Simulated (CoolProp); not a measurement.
Computed with CoolProp (reference Helmholtz-energy equation of state, Gao 2022).

Q: For n-perfluoropentane, give the phase and the cp (kJ/(kg K)), speed of sound (m/s) at 373.5 K and 0.058 MPa; 373.5 K and 1.03 MPa.

A: 
- 373.5 K and 0.058 MPa: gas; cp 0.918, speed of sound 104
- 373.5 K and 1.03 MPa: liquid; cp 1.23, speed of sound 235
